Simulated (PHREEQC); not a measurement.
## Copper plating or etch bath: an equilibrium model

Consider water at 25 °C with 0.23 mol Cu(NO3)2, 3.8e-05 mol HBF4 and 5.2e-05 mol KCl per kg of water. Closed to the air; pH follows from the charge balance.

Equilibrium calculation in PHREEQC: ion-association model, phreeqc.dat.

The pH is 3.85 and the ionic strength comes out as 0.690 mol/kgw. The activity of water comes out as 0.988 and the specific conductance comes out as 33800 µS/cm. The density is 1.032 g/cm³ and the total alkalinity is -0.152 meq/kg.

```json
[
 {"species": "NO3-", "molality": "0.460", "activity": "0.269", "log γ": "-0.233"},
 {"species": "Cu+2", "molality": "0.230", "activity": "0.0524", "log γ": "-0.643"},
 {"species": "H+", "molality": "0.000187", "activity": "0.000141", "log γ": "-0.123"},
 {"species": "F-", "molality": "8.07e-5", "activity": "4.90e-5", "log γ": "-0.217"},
 {"species": "CuF+", "molality": "6.24e-5", "activity": "4.67e-5", "log γ": "-0.126"},
 {"species": "K+", "molality": "5.20e-5", "activity": "3.23e-5", "log γ": "-0.206"},
 {"species": "Cl-", "molality": "4.56e-5", "activity": "2.87e-5", "log γ": "-0.201"},
 {"species": "H3BO3", "molality": "3.80e-5", "activity": "4.45e-5", "log γ": "0.069"},
 {"species": "Cu2(OH)2+2", "molality": "1.88e-5", "activity": "5.91e-6", "log γ": "-0.503"},
 {"species": "HF", "molality": "8.83e-6", "activity": "1.03e-5", "log γ": "0.069"},
 {"species": "CuCl+", "molality": "6.44e-6", "activity": "4.04e-6", "log γ": "-0.203"},
 {"species": "CuOH+", "molality": "5.86e-6", "activity": "3.67e-6", "log γ": "-0.203"},
 {"species": "Cu(OH)2", "molality": "4.59e-8", "activity": "5.39e-8", "log γ": "0.069"},
 {"species": "HF2-", "molality": "2.60e-9", "activity": "1.95e-9", "log γ": "-0.126"}
]
```

Precipitation was switched off in this run. Species that the database lacks are ignored. Real BF4- forms and hydrolyses slowly; the run takes it at equilibrium.
